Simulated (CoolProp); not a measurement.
Properties of R404A along the isobar 101 kPa (Tc = 345.3 K, pc = 3735 kPa, ω = 0.293).

The numbers come from the reference Helmholtz-energy equation of state, Lemmon 2003 in CoolProp. It is a pseudo-pure fit of the blend.

```csv
T (K),phase,Z,cv (kJ/(kg K)),isothermal compressibility (1/MPa),conductivity (mW/(m K)),fugacity coefficient
273.9,gas,0.9772,0.7435,10.14,11.7,0.9776
311.6,gas,0.9857,0.8075,10.05,[?],0.9859
349.3,gas,0.9905,0.8710,9.996,17.2,0.9906
387,gas,0.9934,0.9314,9.967,20.0,0.9934
424.6,gas,0.9953,[?],9.948,[?],0.9953
462.3,gas,0.9966,[?],9.935,[?],0.9966
500,gas,0.9975,[?],9.925,[?],0.9976
```

Question: Some entries are withheld; supply them.

Answer: 
- 311.6, conductivity (mW/(m K)): 14.4
- 424.6, cv (kJ/(kg K)): 0.9875
- 424.6, conductivity (mW/(m K)): 22.7
- 462.3, cv (kJ/(kg K)): 1.039
- 462.3, conductivity (mW/(m K)): 25.5
- 500, cv (kJ/(kg K)): 1.087
- 500, conductivity (mW/(m K)): 28.3

Thermal conductivity comes from a separate model (Geller 2001).
